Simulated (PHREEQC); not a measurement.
Model water analysis in mg/L, 25 °C, pH 6.57, pe 8.3: Na 716; K 44.7; Ca 120; Mg 29.9; Cl 781; S(6) as SO4 712; Alkalinity as HCO3 195; Cd 13.5; O(0) (dissolved oxygen) 3.04; Zn 1.25.

Valence states are taken as typed.

Equilibrium calculation in PHREEQC: ion-association model, phreeqc.dat.

This is a speciation only: nothing precipitates in the calculation.

**Question.** Estimate the ionic strength, specific conductance, charge-balance error.

**Answer.** ionic strength 0.0477 mol/kgw; specific conductance 4050 µS/cm; charge-balance error 1.3 %.

**Question.** In which forms is Mg present?

**Answer.** Mg+2 75 %, MgSO4 24 %, MgHCO3+ 1.3 % of the Mg.

Saturation is exceeded, for instance for Otavite; the values hold only as long as no solid forms. The database's zinc carbonate complexes are estimates, stronger than later reviews accept.
